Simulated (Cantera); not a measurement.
Input: 1 mol CCl₄, 0.02 mol Si, at 4.70 Pa.

Method: chemical equilibrium by Gibbs-energy minimisation in Cantera with the NASA 1993 tables (ideal gas, pure condensed phases). Candidate condensed phases: C, Si, SiC; 32 gas species. Ions and electrons are included (thermal ionisation). Equilibrium is a limit: real reactors are often held back by kinetics, nucleation or transport.

### Question
At 4750 K, list the 4 most abundant gas species with their mole fractions, and the condensed phases.

### Answer
Cl 0.793, C 0.198, e- 0.00431, Si+ 0.00347. Condensed: gas only.
